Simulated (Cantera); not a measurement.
Input: 1 mol SiCl4, 1.6 mol N2, held at 1125 K and 2700 Pa.

Cantera equilibrium calculation (NASA polynomials, part measured and part estimated; ideal gas, pure solids and liquids). Candidate condensed phases: Si, Si3N4; 13 gas species. The tables' values for SiCl3 are old estimates; treat these amounts as uncertain. The numbers say what is thermodynamically allowed, not how fast it happens.

Base state: N2 0.615, SiCl4 0.385, SiCl3 3.03e-5, Cl 2.33e-5 (mole fractions); condensed: gas only.

What changes in the equilibrium state with this change: 0.013 mol H2 added?


```csv
species,before,after
N2,0.615,0.610
SiCl4,0.385,0.378
HCl,0,0.00981
H2,0,4.46e-5
SiHCl3,0,2.98e-5
"Si3N4(s), mol",0,0.00165
```
N2 is the only nitrogen source here; it is nearly inert below about 1500 K, so the nitride shown seldom forms there in practice. Further candidate phases: NH4Cl.
